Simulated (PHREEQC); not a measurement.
Solution (25 °C): 0.27 mol NH4HSO4, 0.13 mol H2SiF6 and 0.0022 mol HCl per kg of water. Closed to the air; pH follows from the charge balance.

Model: ion-association model, wateq4f.dat, run in PHREEQC.

Problem. The ionic strength comes out as 0.724 mol/kgw. What activity coefficients do F-, Cl-, HSO4-, H+, NH4SO4- get?

Solution. F- 0.60, Cl- 0.62, HSO4- 0.64, H+ 0.75, NH4SO4- 0.66.

Precipitation was switched off in this run. Examples of supersaturated solids here: SiO2(a), Quartz (slow to form). Others may be too. Caution: at this ionic strength the ion-association model is outside its range; a Pitzer model would be the better tool where its parameters exist. Species that the database lacks are ignored. SiF6-2 is the database's only silicon fluoride.
